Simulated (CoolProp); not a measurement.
A simple Rankine cycle with dimethyl ether: condensing at 332.15 K, boiler at 2.99 MPa, turbine inlet 518 K, turbine efficiency 0.85, pump efficiency 0.7, no recuperator. Each further row changes one setting.

The numbers come from the reference Helmholtz-energy equation of state, Wu 2011 in CoolProp.

```
case                             thermal efficiency (%)  net work (kJ/kg)  heat in (kJ/kg)  turbine exit temperature (K)  volume ratio over the turbine
-------------------------------  ----------------------  ----------------  ---------------  ----------------------------  -----------------------------
as stated                                           7.2              49.6              691                         485.2                           2.06
condensing temperature 324.15 K                     8.7              62.2              711                         477.5                           2.46
boiler pressure 2.09 MPa                            3.9              27.2              701                         501.3                           1.45
turbine efficiency 0.75                             6.3              43.3              691                         488.3                           2.07
```
